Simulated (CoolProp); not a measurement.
The numbers come from the reference Helmholtz-energy equation of state, Thol 2015 in CoolProp.

Task: Give the vapour pressure (MPa), liquid density (kg/m³), vapour density (kg/m³), enthalpy of vaporisation (kJ/kg) of saturated octamethylcyclotetrasiloxane (D4) at 520.6, 544.8 K.

Result: 
| T (K) | p (MPa) | liquid density (kg/m³) | vapour density (kg/m³) | enthalpy of vaporisation (kJ/kg) |
|---|---|---|---|---|
| 520.6 | 0.464 | 648 | 41.7 | 97.1 |
| 544.8 | 0.702 | 594 | 68.4 | 81.1 |
